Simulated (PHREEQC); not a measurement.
Synthetic water in mg/kgw, 20 °C, pH 6.6, pe 0.6:

```json
[
 {"constituent": "Na", "mg/kgw": "59"},
 {"constituent": "K", "mg/kgw": "5.47"},
 {"constituent": "Ca", "mg/kgw": "115"},
 {"constituent": "Mg", "mg/kgw": "91.4"},
 {"constituent": "Cl", "mg/kgw": "241"},
 {"constituent": "S(6) as SO4", "mg/kgw": "53.4"},
 {"constituent": "Alkalinity as HCO3", "mg/kgw": "475"},
 {"constituent": "B", "mg/kgw": "0.175"}
]
```

Valence states are taken as typed.

All values are PHREEQC results (ion-association model, phreeqc.dat), not measurements.

Precipitation was switched off in this run.

Problem. What specific conductance, charge-balance error does the model give?

Solution. specific conductance 1350 µS/cm; charge-balance error 0.9 %.

Problem. In which forms is C present?

Solution. HCO3- 64 %, CO2 33 %, MgHCO3+ 1.5 %, CaHCO3+ 1.2 % of the C.
